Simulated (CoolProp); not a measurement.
Properties of R1234yf at several states (Tc = 367.8 K, pc = 33.84 bar, ω = 0.276).

Computed with CoolProp (reference Helmholtz-energy equation of state, Lemmon 2022).

```
T (K)  p (bar)          phase  density (kg/m³)  fugacity coefficient
-----  -------  -------------  ---------------  --------------------
292.9     35.5         liquid             1129                0.1624
385.8    0.611            gas            2.184                0.9946
187.4     36.7         liquid             1416              0.001133
263       1.76            gas            9.781                0.9421
278.6     2.06            gas            10.77                0.9446
399.8     63.4  supercritical            579.0                0.5564
```
